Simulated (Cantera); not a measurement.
Mixture: CH4 : C2H6 : O2 : N2 = 1 : 0.031 : 1.76 : 6.61 (molar parts), at 10.0 bar, adiabatic and at constant volume. Ignition delay is the time to a rise of 400 K.

Cantera simulation using GRI-Mech 3.0 (53 species, 325 reactions); the numbers are that mechanism's predictions, not measurements.

**Question.** At T0 = 1325 K, what is the delay, and which 8 reactions control it most (d ln τ / d ln k, from doubling and halving each rate constant)?

**Answer.** The delay is 0.626 ms.
```json
[
 {"reaction": "2 CH3 (+M) <=> C2H6 (+M)", "d ln τ / d ln k": "0.48", "faster rate": "lengthens it"},
 {"reaction": "CH3 + HO2 <=> CH3O + OH", "d ln τ / d ln k": "-0.43", "faster rate": "shortens it"},
 {"reaction": "CH4 + H <=> CH3 + H2", "d ln τ / d ln k": "0.33", "faster rate": "lengthens it"},
 {"reaction": "CH4 + OH <=> CH3 + H2O", "d ln τ / d ln k": "0.31", "faster rate": "lengthens it"},
 {"reaction": "CH3 + O2 <=> CH3O + O", "d ln τ / d ln k": "-0.30", "faster rate": "shortens it"},
 {"reaction": "H + O2 <=> O + OH", "d ln τ / d ln k": "-0.29", "faster rate": "shortens it"},
 {"reaction": "C2H6 + OH <=> C2H5 + H2O", "d ln τ / d ln k": "-0.22", "faster rate": "shortens it"},
 {"reaction": "CH2O + O2 <=> HCO + HO2", "d ln τ / d ln k": "-0.21", "faster rate": "shortens it"}
]
```
